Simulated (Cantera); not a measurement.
Feed: 1 mol C3H6, 2 mol NH3, 0.27 mol N2, held at 2480 Torr.

Cantera equilibrium calculation (NASA polynomials, part measured and part estimated; ideal gas, pure solids and liquids). Candidate condensed phases: C, C6H6, C7H8, C8H18; 92 gas species. Equilibrium is a limit: real reactors are often held back by kinetics, nucleation or transport.

x: gas mole fraction; n: condensed amount in mol.

| T (K) | x H2 | x N2 | x CH4 | x HCN | n C(graphite) |
|---|---|---|---|---|---|
| 1098 | 0.746 | 0.186 | 0.0672 | … | 2.54 |
| 1173 | 0.779 | 0.181 | 0.0390 | … | 2.73 |
| 1248 | 0.798 | 0.179 | 0.0234 | … | 2.83 |
| 1323 | 0.808 | 0.177 | 0.0146 | … | 2.89 |
| 1398 | 0.814 | 0.176 | 0.00955 | … | 2.93 |
| 1473 | 0.817 | 0.176 | 0.00647 | … | 2.95 |
| 1548 | 0.820 | 0.175 | 0.00455 | … | 2.96 |
| 1623 | 0.821 | 0.175 | 0.00330 | … | 2.97 |
| 1698 | 0.822 | 0.174 | 0.00246 | … | 2.97 |
| 1773 | 0.822 | 0.174 | 0.00188 | … | 2.97 |
| 1848 | 0.822 | 0.173 | 0.00147 | … | 2.96 |
| 1923 | 0.821 | 0.173 | 0.00117 | … | 2.95 |
| 1998 | 0.820 | 0.172 | 0.000947 | … | 2.94 |

Task: Fill in the missing entries.

Result: 
- 1098, x HCN: 8.07e-6
- 1173, x HCN: 2.06e-5
- 1248, x HCN: 4.69e-5
- 1323, x HCN: 9.69e-5
- 1398, x HCN: 0.000185
- 1473, x HCN: 0.000330
- 1548, x HCN: 0.000556
- 1623, x HCN: 0.000892
- 1698, x HCN: 0.00137
- 1773, x HCN: 0.00203
- 1848, x HCN: 0.00291
- 1923, x HCN: 0.00405
- 1998, x HCN: 0.00549
